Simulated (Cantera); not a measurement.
## Adiabatic ignition

An adiabatic, constant-pressure homogeneous reactor starts with CH3OH : O2 : N2 = 1 : 0.833 : 3.13 (molar parts), at 1250 K and 100000 Pa.

Cantera simulation using GRI-Mech 3.0 (53 species, 325 reactions); the numbers are that mechanism's predictions, not measurements. GRI-Mech 3.0 was tuned for natural gas; its chemistry of methanol as a main component is partial and can be far from experiment.

```
t (s)     T (K)  x CH3OH      x O2    x H2O2      x H2     x H2O
--------  -----  -------  --------  --------  --------  --------
2.00e-6    1250    0.201     0.168    <1e-12   4.93e-8   7.98e-8
8.26e-6    1250    0.201     0.168  1.08e-11   2.38e-7   3.38e-7
3.41e-5    1250    0.201     0.168  9.92e-10   1.07e-6   1.41e-6
0.000141   1250    0.201     0.168   7.00e-8   4.73e-6   5.95e-6
0.000582   1250    0.201     0.168   2.33e-6   2.55e-5   3.28e-5
0.00240    1252    0.200     0.167   7.69e-5  0.000564  0.000955
0.00993    2482   <1e-12  0.000158   1.90e-8    0.0970     0.222
0.0410     2481   <1e-12  0.000155   1.87e-8    0.0972     0.222
0.169      2481   <1e-12  0.000155   1.87e-8    0.0972     0.222
0.700      2481   <1e-12  0.000155   1.87e-8    0.0972     0.222
```
x: mole fraction; the columns are a selection and need not sum to one.

```json
{
  "time_of_steepest_temperature_rise": "3.81 ms",
  "temperature at 0.700 s": "2481 K",
  "equilibrium_temperature": "2481 K",
  "x(CH3OH) at 0.700 s": "<1e-12 (gas-phase equilibrium <1e-12)",
  "x(O2) at 0.700 s": "0.000155 (gas-phase equilibrium 0.000155)",
  "x(H2O2) at 0.700 s": "1.87e-8 (gas-phase equilibrium 1.87e-8)"
}
```
